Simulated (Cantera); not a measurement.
Thermodynamics of boron, boron nitride and boron oxide, feed B2O3 + N2

A closed system holds: 1 mol B2O3, 1.5 mol N2, equilibrated at 0.133 bar.

Cantera equilibrium calculation (NASA polynomials, part measured and part estimated; ideal gas, pure solids and liquids). Candidate condensed phases: B, BN, B2O3; 17 gas species. Equilibrium is a limit: real reactors are often held back by kinetics, nucleation or transport.

```tsv
T (°C)	x N2	x B2O3	x BO2	x BO	x B2O2	x NO	x O	n B2O3(l)
925	1.00	6.46e-8	4.71e-12	6.50e-12	1.69e-12	2.58e-12	<1e-12	1.00
1125	1.000	1.72e-5	5.05e-9	4.33e-9	1.20e-9	8.46e-10	1.21e-12	1.000
1325	0.999	0.00106	8.45e-7	5.90e-7	1.84e-7	5.52e-8	4.54e-10	0.998
1525	0.975	0.0250	4.28e-5	2.69e-5	9.32e-6	1.31e-6	4.28e-8	0.961
1725	0.696	0.302	0.000957	0.000564	0.000213	1.38e-5	1.59e-6	0.347
1925	0.598	0.394	0.00429	0.00325	0.000637	7.35e-5	2.25e-5	0
2125	0.592	0.381	0.0133	0.0122	0.00122	0.000317	0.000207	0
```
x: gas mole fraction; n: condensed amount in mol.

From 925 °C to 1725 °C the condensed part is B2O3(l). From 1925 °C to 2125 °C nothing is condensed. The main B-bearing gas is B2O3 throughout.
